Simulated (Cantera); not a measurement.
Feed: 1 mol Ta2O5, 7.3 mol C, 0.031 mol CO, at 0.830 bar.

Cantera equilibrium calculation (NASA polynomials, part measured and part estimated; ideal gas, pure solids and liquids). Candidate condensed phases: C, Ta, TaC, Ta2O5; 15 gas species. TaC: taken at fixed stoichiometry. Condensed phases not in the tables: Ta2C. Equilibrium is a limit: real reactors are often held back by kinetics, nucleation or transport. All values below are at 1798 K.

Base state: CO 1.000, CO2 6.27e-5 (mole fractions); condensed: C(graphite) + TaC(s).

What changes in the equilibrium state with this change: C from 7.3 to 2.8 mol?


```
species            before    after
----------------  -------  -------
CO                  1.000    0.998
CO2               6.27e-5  0.00193
C(graphite), mol    0.300        0
TaC(s), mol          2.00    0.801
Ta2O5(s), mol           0    0.599
```
Mutual solubility and eutectic melting of coexisting phases are not modelled.
